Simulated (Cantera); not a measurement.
Cantera with NASA thermochemical tables; ideal gases at 1 bar, condensed phases pure. Values are per mole of reaction as written; species without (g) are pure solids or liquids, kept so even where they would boil at 1 bar.

O3(g) + 6 TaO2(g) → 3 Ta2O5

| T (K) | ΔH° (kJ) | ΔS° (J/K) | ΔG° (kJ) | log10 K |
|---|---|---|---|---|
| 2173 | -4402.3 | -1021.5 | -2182.6 | 52.46 |
| 2223 | (withheld) | (withheld) | (withheld) | (withheld) |
| 2273 | (withheld) | (withheld) | (withheld) | (withheld) |
| 2323 | -4356.6 | -1001.1 | -2030.9 | 45.67 |
| 2373 | -4341.4 | -994.7 | -1981.0 | 43.61 |
| 2423 | -4326.4 | -988.4 | -1931.4 | 41.64 |
| 2473 | -4311.5 | -982.3 | -1882.2 | 39.75 |
| 2523 | -4296.6 | -976.4 | -1833.2 | 37.95 |
| 2573 | (withheld) | (withheld) | (withheld) | (withheld) |
| 2623 | -4267.1 | -964.9 | -1736.2 | 34.57 |
| 2673 | -4252.4 | -959.4 | -1688.0 | 32.99 |

Question: Fill in the missing entries.

Answer: 
- 2223, ΔH° (kJ): -4387.0
- 2223, ΔS° (J/K): -1014.5
- 2223, ΔG° (kJ): -2131.7
- 2223, log10 K: 50.09
- 2273, ΔH° (kJ): -4371.7
- 2273, ΔS° (J/K): -1007.7
- 2273, ΔG° (kJ): -2081.1
- 2273, log10 K: 47.82
- 2573, ΔH° (kJ): -4281.8
- 2573, ΔS° (J/K): -970.6
- 2573, ΔG° (kJ): -1784.5
- 2573, log10 K: 36.23
